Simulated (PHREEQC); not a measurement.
Dissolve 11 mmol/kgw MgSO4 at 25 °C. Closed to the air; pH follows from the charge balance.

The numbers come from PHREEQC with the ion-association model, wateq4f.dat.

```
Quantity                Result
--------------  --------------
ionic strength  0.0294 mol/kgw
```

```json
[
 {"species": "Mg+2", "molality": "0.00734", "activity": "0.00402", "log γ": "-0.261"},
 {"species": "SO4-2", "molality": "0.00734", "activity": "0.00391", "log γ": "-0.274"},
 {"species": "MgSO4", "molality": "0.00366", "activity": "0.00368", "log γ": "0.003"},
 {"species": "H+", "molality": "1.54e-7", "activity": "1.35e-7", "log γ": "-0.058"},
 {"species": "MgOH+", "molality": "1.26e-7", "activity": "1.08e-7", "log γ": "-0.064"},
 {"species": "OH-", "molality": "8.80e-8", "activity": "7.44e-8", "log γ": "-0.073"},
 {"species": "HSO4-", "molality": "6.00e-8", "activity": "5.11e-8", "log γ": "-0.070"}
]
```

This is a speciation only: nothing precipitates in the calculation.
